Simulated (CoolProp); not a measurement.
Saturation properties of R1123.

The numbers come from the reference Helmholtz-energy equation of state, Akasaka 2020 in CoolProp.

```
T (K)  p (bar)  liquid density (kg/m³)  vapour density (kg/m³)  liquid cp (kJ/(kg K))
-----  -------  ----------------------  ----------------------  ---------------------
216.3    1.264                    1331                   6.022                  1.289
220.8        …                    1316                       …                  1.298
225.4    1.937                    1302                   8.995                  1.308
229.9    2.358                    1287                   10.83                      …
234.5    2.858                    1271                   13.00                  1.330
239      3.421                    1256                   15.44                  1.342
243.6    4.080                    1239                   18.28                  1.356
248.1    4.814                    1223                   21.46                      …
252.6    5.642                    1206                   25.05                  1.387
257.2    6.595                    1189                       …                  1.405
261.7    7.639                    1171                   33.82                  1.425
266.3    8.829                    1152                   39.13                  1.448
270.8    10.12                    1133                   44.99                  1.474
```

**Question.** Fill in the missing entries.

**Answer.** 
- 220.8, p (bar): 1.569
- 220.8, vapour density (kg/m³): 7.377
- 229.9, liquid cp (kJ/(kg K)): 1.318
- 248.1, liquid cp (kJ/(kg K)): 1.371
- 257.2, vapour density (kg/m³): 29.22

It boils at 211.9 K under 1 atm.
